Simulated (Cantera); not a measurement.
What does this Cantera script print?

```python
import numpy as np
import cantera as ct

gas_names = [...]  # 151 gases of nasa_gas.yaml made of C, H, N, O, Si
cond_names = """
    C(gr) C6H6(L) C7H8(L) C8H18(L),n-octa H2O(s) H2O(L) Si(cr) Si(L) SiC(b) SiO2(Lqz) SiO2(hqz) SiO2(L)
    Si2N2O(s) Si3N4(a)
""".split()


# ... load() reads the species with a 1 bar reference pressure and builds the phases ...
atoms = {
    'HMDSO': {'Si': 2, 'C': 6, 'H': 18, 'O': 1},
    'H2O': {'H': 2, 'O': 1},
    'N2': {'N': 2},
}
top_T = {'C(gr)': 4500, 'SiC(b)': 3050, 'Si2N2O(s)': 2100, 'Si3N4(a)': 2400}  # K; cautious upper limits of use, not melting points


# ... equilibrate(T, P, feed) seeds the gas with the atoms and calls Mixture.equilibrate('TP', solver="vcs", rtol=1e-11, max_steps=5000) ...
results = []
feed = {'HMDSO': 1, 'H2O': 0.16, 'N2': 82}  # mol
P = 13332.2  # Pa
for T in [1473, 1523, 1573, 1623, 1673, 1723, 1773, 1823, 1873, 1923, 1973, 2023, 2073]:
    mix = equilibrate(T, P, feed)
    results.append((T, P, feed, dict(zip(mix.species_names, mix.species_moles))))

top = {s: max(r[3][s] / sum(r[3][g] for g in gas_names) for r in results) for s in gas_names}
cols = sorted((s for s in top if top[s] > 0.001), key=lambda s: -top[s])[:8]
seen = [c for c in cond_names if any(r[3].get(c, 0) > 1e-12 for r in results)]
print("log10 of partial pressures in bar; condensed amounts in mol")
print(f"{'T/K':>10s}" + "".join(f"{s[:9]:>10s}" for s in cols + seen))
for T, P, feed, n in results:
    ng = sum(n[g] for g in gas_names)
    print(f"{T:10.4g}" + "".join(f"{np.log10(max(n[s] / ng * P / 1e5, 1e-99)):10.3f}" for s in cols)
          + "".join(f"{n.get(c, 0):10.4g}" for c in seen))
```

Result:

```
log10 of partial pressures in bar; condensed amounts in mol
       T/K        N2        H2        CO       HCN         H     C(gr)    SiC(b) Si2N2O(s)
      1473    -0.922    -1.870    -3.627    -4.456    -5.833     5.815         0         1
      1523    -0.922    -1.870    -3.627    -4.303    -5.571     5.805         0    0.9999
      1573    -0.923    -1.871    -3.535    -4.159    -5.326     5.678   0.07579    0.9618
      1623    -0.926    -1.879    -2.848    -4.030    -5.100     3.311     1.642    0.1773
      1673    -0.927    -1.881    -2.778    -3.905    -4.884     2.759     1.996         0
      1723    -0.927    -1.882    -2.778    -3.787    -4.680     2.732     1.995         0
      1773    -0.927    -1.883    -2.778    -3.675    -4.487     2.698     1.994         0
      1823    -0.927    -1.884    -2.779    -3.569    -4.305     2.656     1.993         0
      1873    -0.927    -1.886    -2.779    -3.470    -4.133     2.605     1.992         0
      1923    -0.928    -1.888    -2.779    -3.376    -3.970     2.544      1.99         0
      1973    -0.928    -1.891    -2.780    -3.287    -3.815     2.473     1.989         0
      2023    -0.928    -1.894    -2.781    -3.204    -3.668     2.389     1.986         0
      2073    -0.929    -1.898    -2.781    -3.124    -3.529     2.294     1.981         0
```

Equilibrium computed with Cantera from the NASA thermochemical tables; the gas is ideal and each condensed phase is pure. The feed counts by its element totals alone. N2 is the only nitrogen source here; it is nearly inert below about 1500 K, so the nitride shown seldom forms there in practice. Mutual solubility and eutectic melting of coexisting phases are not modelled.
